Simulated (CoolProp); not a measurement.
Vapour-liquid equilibrium of R114 (1) + benzene (2) at 0.207 MPa; x and y are mole fractions of (1).

Values from CoolProp's multi-fluid Helmholtz-energy mixture model, Platzer 1990 and Thol 2012; pair parameters Bell 2016. This equation is an older, rougher fit; its heat capacities, sound speeds and derivatives of the liquid may be far off and weren't checked against measurements.

Q: Give the bubble temperature and the first vapour's composition at x = 0.125, 0.725, 0.95. Is there an azeotrope?

A: x = 0.125: 61.4 °C, y = 0.751; x = 0.725: 30.6 °C, y = 0.955; x = 0.95: 25.2 °C, y = 0.990. No azeotrope shows between x = 0.05 and 0.95.

Pair parameters are fitted to limited data, so mixtures are less certain than the pure fluids. With so large a gap from Raoult's law the liquid may split in two, which this calculation doesn't test in full.
